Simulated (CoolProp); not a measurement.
Vapour-liquid equilibrium of n-heptane (1) + n-dodecane (2) at 0.00586 MPa; x and y are mole fractions of (1).

Model: multi-fluid Helmholtz-energy mixture model, Span 2003 and Lemmon 2004; pair parameters Bell 2016, in CoolProp.

| x | bubble temperature (°C) | y at the bubble point | dew temperature at overall composition x (°C) | liquid density (mol/L) |
|---|---|---|---|---|
| 0.05 | 95.8 | 0.730 | 123.1 | ? |
| 0.125 | 72.7 | 0.927 | 121.1 | ? |
| 0.2 | 60.0 | 0.969 | 119.0 | 4.558 |
| 0.275 | 51.7 | 0.984 | 116.7 | 4.736 |
| 0.35 | 45.8 | ? | 114.2 | 4.913 |
| 0.425 | 41.3 | ? | 111.5 | 5.092 |
| 0.5 | 37.7 | 0.996 | 108.5 | 5.277 |
| 0.575 | ? | 0.997 | 105.0 | 5.469 |
| 0.65 | 32.4 | 0.998 | 101.0 | 5.671 |
| 0.725 | 30.3 | 0.999 | 96.1 | 5.884 |
| 0.8 | 28.5 | 0.999 | 90.0 | 6.109 |
| 0.875 | 26.8 | 0.999 | 81.6 | 6.350 |
| 0.95 | ? | ? | 66.8 | 6.606 |

Q: Fill in the missing entries.

A: 
- 0.05, liquid density (mol/L): 4.144
- 0.125, liquid density (mol/L): 4.369
- 0.35, y at the bubble point: 0.990
- 0.425, y at the bubble point: 0.994
- 0.575, bubble temperature (°C): 34.8
- 0.95, bubble temperature (°C): 25.2
- 0.95, y at the bubble point: 1.000

No azeotrope shows between x = 0.05 and 0.95.

The pair parameters rest on a limited set of measurements; away from them the model extrapolates. The gap from Raoult's law changes sign with composition, which may be real or a fault of the pair parameters; it wasn't checked against measurements.
